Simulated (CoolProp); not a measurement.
Vapour-liquid equilibrium of CHF3 (R23) (1) + sulfur hexafluoride (2) at 1.59 MPa; x and y are mole fractions of (1).

Model: multi-fluid Helmholtz-energy mixture model, Penoncello 2003 and Guder 2009; pair parameters Bell 2016, in CoolProp.

| x | bubble temperature, mixture model (°C) | bubble temperature, Raoult's law (°C) | y, mixture model | y, Raoult's law |
|---|---|---|---|---|
| 0.05 | 3.6 | 7.1 | 0.136 | 0.095 |
| 0.125 | -2.4 | 4.5 | 0.285 | 0.221 |
| 0.2 | -6.5 | 2.1 | ? | 0.332 |
| 0.275 | ? | -0.1 | 0.462 | 0.431 |
| 0.35 | -11.5 | -2.1 | ? | 0.518 |
| 0.425 | -13.0 | -4.1 | 0.571 | 0.596 |
| 0.5 | -14.3 | -5.9 | ? | 0.667 |
| 0.575 | -15.2 | -7.6 | 0.660 | 0.730 |
| 0.65 | -15.9 | -9.2 | ? | 0.788 |
| 0.725 | -16.4 | -10.8 | ? | 0.841 |
| 0.8 | -16.6 | -12.2 | ? | 0.889 |
| 0.875 | -16.6 | -13.6 | 0.868 | 0.934 |
| 0.95 | -16.2 | -14.9 | ? | 0.975 |

Question: Fill in the missing entries.

Answer: 
- 0.2, y, mixture model: 0.387
- 0.275, bubble temperature, mixture model (°C): -9.4
- 0.35, y, mixture model: 0.521
- 0.5, y, mixture model: 0.616
- 0.65, y, mixture model: 0.705
- 0.725, y, mixture model: 0.753
- 0.8, y, mixture model: 0.807
- 0.95, y, mixture model: 0.942

The largest gap from Raoult's law is -9.4 K in bubble temperature, at x = 0.35. y crosses x between x = 0.8 and 0.875: the model has an azeotrope there.

Pair parameters are fitted to limited data, so mixtures are less certain than the pure fluids.
